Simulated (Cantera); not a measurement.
Charge: 1 mol CuO, 3.1 mol CO, 0.38 mol C, at 58.0 Pa.

Equilibrium computed with Cantera from the NASA thermochemical tables; the gas is ideal and each condensed phase is pure. Candidate condensed phases: C, Cu, CuO, Cu2O; 15 gas species. The numbers say what is thermodynamically allowed, not how fast it happens. All values below are at 2075 °C.

Base state: CO 0.659, Cu 0.216, CO2 0.0925, O 0.0247, O2 0.00830, CuO 3.79e-5 (mole fractions); condensed: gas only.

Task: What changes in the equilibrium state with this change: CO from 3.1 to 1.4 mol?

Result: 
```json
[
 {"species": "CO", "before": "0.659", "after": "0.481"},
 {"species": "Cu", "before": "0.216", "after": "0.335"},
 {"species": "CO2", "before": "0.0925", "after": "0.116"},
 {"species": "O2", "before": "0.00830", "after": "0.0246"},
 {"species": "O", "before": "0.0247", "after": "0.0425"},
 {"species": "CuO", "before": "3.79e-5", "after": "0.000101"},
 {"species": "Cu2", "before": "4.50e-6", "after": "1.09e-5"}
]
```

Task: What changes in the equilibrium state with this change: CO from 3.1 to 1.3 mol?

Result: 
| species | before | after |
|---|---|---|
| CO | 0.659 | 0.465 |
| Cu | 0.216 | 0.347 |
| CO2 | 0.0925 | 0.117 |
| O2 | 0.00830 | 0.0267 |
| O | 0.0247 | 0.0443 |
| CuO | 3.79e-5 | 0.000109 |
| Cu2 | 4.50e-6 | 1.16e-5 |
